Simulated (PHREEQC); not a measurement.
Make-up at 17 °C: 0.97 mmol/kgw Na2CO3, 0.12 mmol/kgw MnCl2 and 0.00047 mmol/kgw LiCl. Closed to the air; pH follows from the charge balance.

All values are PHREEQC results (ion-association model, phreeqc.dat), not measurements.

This is a speciation only: nothing precipitates in the calculation.

Problem. Order these C species by the share of C that they hold, largest first: NaCO3-, HCO3-, MnCO3, CO3-2.

Solution. CO3-2 (60 %), HCO3- (28 %), MnCO3 (12 %), NaCO3- (1.1 %)

The pH is 10.67 and the ionic strength 0.00252 mol/kgw. Examples of supersaturated solids here: Rhodochrosite. Others may be too.
